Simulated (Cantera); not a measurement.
Input: 1 mol PbI₂, 1.3 mol H₂, held at 7.50 Torr.

Equilibrium computed with Cantera from the NASA thermochemical tables; the gas is ideal and each condensed phase is pure. Candidate condensed phases: I₂, Pb, PbI₂; 10 gas species. The tables' values for PbI₄ are old estimates; treat these amounts as uncertain. Rates play no part.

x: gas mole fraction; nothing condenses.

```json
[
 {"T (K)": "1298", "x H₂": "0.473", "x I": "0.0853", "x PbI₂": "0.252", "x Pb": "0.0246", "x PbI": "0.104", "x HI": "0.0559"},
 {"T (K)": "1398", "x H₂": "(withheld)", "x I": "(withheld)", "x PbI₂": "(withheld)", "x Pb": "(withheld)", "x PbI": "0.131", "x HI": "(withheld)"},
 {"T (K)": "1498", "x H₂": "0.362", "x I": "0.281", "x PbI₂": "0.0678", "x Pb": "0.106", "x PbI": "0.126", "x HI": "0.0565"},
 {"T (K)": "1598", "x H₂": "0.326", "x I": "0.360", "x PbI₂": "0.0205", "x Pb": "0.159", "x PbI": "0.0890", "x HI": "0.0450"},
 {"T (K)": "1698", "x H₂": "0.308", "x I": "0.406", "x PbI₂": "(withheld)", "x Pb": "(withheld)", "x PbI": "(withheld)", "x HI": "(withheld)"},
 {"T (K)": "1798", "x H₂": "0.301", "x I": "0.429", "x PbI₂": "0.00118", "x Pb": "0.214", "x PbI": "0.0269", "x HI": "0.0253"},
 {"T (K)": "1898", "x H₂": "0.297", "x I": "0.441", "x PbI₂": "0.000298", "x Pb": "0.223", "x PbI": "0.0142", "x HI": "0.0191"}
]
```

Question: What belongs in the gaps?

Answer: 
- 1698, x PbI₂: 0.00501
- 1698, x Pb: 0.195
- 1698, x PbI: 0.0509
- 1698, x HI: 0.0338
- 1398, x H₂: 0.416
- 1398, x I: 0.177
- 1398, x PbI₂: 0.156
- 1398, x Pb: 0.0557
- 1398, x HI: 0.0623
